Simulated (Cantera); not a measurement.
Input (Python, Cantera) and output of one run.

```python
import numpy as np
import cantera as ct

gas_names = [...]  # 95 gases of nasa_gas.yaml made of C, F, H
cond_names = """
    C(gr) C6H6(L) C7H8(L) C8H18(L),n-octa
""".split()


# ... load() reads the species with a 1 bar reference pressure and builds the phases ...
atoms = {
    'CH3F': {'C': 1, 'H': 3, 'F': 1},
    'CH4': {'C': 1, 'H': 4},
}
top_T = {'C(gr)': 4500}  # K; cautious upper limits of use, not melting points


# ... equilibrate(T, P, feed) seeds the gas with the atoms and calls Mixture.equilibrate('TP', solver="vcs", rtol=1e-11, max_steps=5000) ...
results = []
feed = {'CH3F': 1, 'CH4': 0.066}  # mol
P = 13332.2  # Pa
for T in [1323, 1473, 1623, 1773, 1923, 2073, 2223, 2373, 2523, 2673, 2823, 2973, 3123]:
    mix = equilibrate(T, P, feed)
    results.append((T, P, feed, dict(zip(mix.species_names, mix.species_moles))))

top = {s: max(r[3][s] / sum(r[3][g] for g in gas_names) for r in results) for s in gas_names}
cols = sorted((s for s in top if top[s] > 0.001), key=lambda s: -top[s])[:9]
seen = [c for c in cond_names if any(r[3].get(c, 0) > 1e-12 for r in results)]
print("log10 of partial pressures in bar; condensed amounts in mol")
print(f"{'T/K':>10s}" + "".join(f"{s[:9]:>10s}" for s in cols + seen))
for T, P, feed, n in results:
    ng = sum(n[g] for g in gas_names)
    print(f"{T:10.4g}" + "".join(f"{np.log10(max(n[s] / ng * P / 1e5, 1e-99)):10.3f}" for s in cols)
          + "".join(f"{n.get(c, 0):10.4g}" for c in seen))
```

Result:

```
log10 of partial pressures in bar; condensed amounts in mol
       T/K        H2        HF         H C2H2,acet        C3       C2H         F         C     C(gr)
      1323    -1.150    -1.204    -6.375    -7.234   -21.609   -15.725   -11.618   -20.113     1.065
      1473    -1.150    -1.204    -5.473    -6.337   -18.267   -13.459   -10.174   -17.223     1.066
      1623    -1.150    -1.204    -4.736    -5.608   -15.553   -11.614    -8.994   -14.869     1.066
      1773    -1.150    -1.204    -4.121    -5.004   -13.305   -10.083    -8.012   -12.914     1.066
      1923    -1.151    -1.204    -3.602    -4.497   -11.415    -8.793    -7.182   -11.266     1.065
      2073    -1.154    -1.205    -3.157    -4.066    -9.804    -7.692    -6.470    -9.858     1.063
      2223    -1.159    -1.207    -2.773    -3.697    -8.417    -6.743    -5.852    -8.640     1.059
      2373    -1.170    -1.210    -2.440    -3.381    -7.209    -5.918    -5.311    -7.578     1.052
      2523    -1.190    -1.216    -2.151    -3.114    -6.150    -5.198    -4.831    -6.643      1.04
      2673    -1.223    -1.225    -1.902    -2.893    -5.213    -4.567    -4.401    -5.813     1.021
      2823    -1.275    -1.240    -1.690    -2.718    -4.379    -4.016    -4.011    -5.073    0.9914
      2973    -1.353    -1.261    -1.514    -2.593    -3.632    -3.537    -3.652    -4.408    0.9425
      3123    -1.465    -1.291    -1.376    -2.522    -2.960    -3.125    -3.318    -3.807    0.8352
```

Method: chemical equilibrium by Gibbs-energy minimisation in Cantera with the NASA 1993 tables (ideal gas, pure condensed phases).
